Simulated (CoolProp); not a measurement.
A closed Brayton cycle with carbon dioxide: compressor inlet 319.15 K and 8.3 MPa, high pressure 16.9 MPa, turbine inlet 765 K, compressor efficiency 0.85, turbine efficiency 0.85, recuperator effectiveness 0 (on enthalpy, no pinch check). Each further row changes one setting.

Values from CoolProp's reference Helmholtz-energy equation of state, Span 1996.

```
case                           thermal efficiency (%)  net work (kJ/kg)  compressor to turbine work  compressor exit (K)  turbine exit (K)
-----------------------------  ----------------------  ----------------  --------------------------  -------------------  ----------------
as stated                                        10.0              51.9                        0.37                374.0             687.3
turbine inlet 715 K                              10.0                 …                        0.40                374.0                 …
compressor inlet 329.15 K                           …                 …                           …                    …             687.3
high pressure 14.4 MPa                              …              41.9                        0.35                    …             704.5
recuperator effectiveness 0.5                    15.5              51.9                        0.37                374.0             687.3
```

Problem. Some entries are withheld; supply them.

Solution. 
- turbine inlet 715 K, net work (kJ/kg): 45.7
- turbine inlet 715 K, turbine exit (K): 640.1
- compressor inlet 329.15 K, thermal efficiency (%): 9.6
- compressor inlet 329.15 K, net work (kJ/kg): 46.4
- compressor inlet 329.15 K, compressor to turbine work: 0.44
- compressor inlet 329.15 K, compressor exit (K): 389.9
- high pressure 14.4 MPa, thermal efficiency (%): 8.0
- high pressure 14.4 MPa, compressor exit (K): 361.4
